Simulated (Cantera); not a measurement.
A closed system holds: 1 mol SiH2Cl2, 52 mol N2, 62 mol H2, held at 1775 K and 1.00 bar.

Cantera equilibrium calculation (NASA polynomials, part measured and part estimated; ideal gas, pure solids and liquids). Candidate condensed phases: NH4Cl, Si, Si3N4; 28 gas species. Kinetics and transport are ignored.

Base state: H2 0.537, N2 0.445, HCl 0.0171, H 0.000212, SiCl2 9.71e-5 (mole fractions); condensed: Si3N4(s).

Task: What changes in the equilibrium state with this change: H2 from 62 to 0.35 mol?

Result: 
```
species          before     after
-------------  --------  --------
N2                0.445     0.957
HCl              0.0171    0.0246
H2                0.537    0.0128
SiCl2           9.71e-5   0.00505
SiCl4           2.86e-8  0.000129
SiCl3           1.28e-6  0.000619
SiHCl3          2.11e-7   1.57e-5
Cl              5.20e-6   4.84e-5
H              0.000212   3.27e-5
Si3N4(s), mol     0.329     0.229
```
The tables' values for SiCl3 are old estimates; treat these amounts as uncertain.
